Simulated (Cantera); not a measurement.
Feed: 1 mol Si, 18 mol NH₃, 110 mol N₂, held at 452 °C and 0.100 bar.

Cantera equilibrium calculation (NASA polynomials, part measured and part estimated; ideal gas, pure solids and liquids). Candidate condensed phases: Si, Si₃N₄; 18 gas species. The numbers say what is thermodynamically allowed, not how fast it happens.

### Question
What is the equilibrium state?

### Answer
```
Item                                  Value
--------------------------------  ---------
x(N₂)                                 0.814
x(H₂)                                 0.186
x(NH₃)                              4.95e-5
n(Si₃N₄(s))                       0.333 mol
gas amount                        145.3 mol
log10 activity of Si(s) (absent)     -11.40
```
